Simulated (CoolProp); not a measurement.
The numbers come from the reference Helmholtz-energy equation of state, Akasaka 2023 in CoolProp.

### Question
For R1336mzz(E), give the phase and the density (kg/m³), Joule-Thomson coefficient (K/MPa), isothermal compressibility (1/MPa), fugacity coefficient at -28.75 °C and 0.18 bar; -28.75 °C and 0.513 bar; -28.75 °C and 20 bar.

### Answer
- -28.75 °C and 0.18 bar: liquid; density 1470, Joule-Thomson coefficient -0.334, isothermal compressibility 0.00141, fugacity coefficient 0.949
- -28.75 °C and 0.513 bar: liquid; density 1470, Joule-Thomson coefficient -0.335, isothermal compressibility 0.00141, fugacity coefficient 0.334
- -28.75 °C and 20 bar: liquid; density 1480, Joule-Thomson coefficient -0.340, isothermal compressibility 0.00136, fugacity coefficient 0.00952
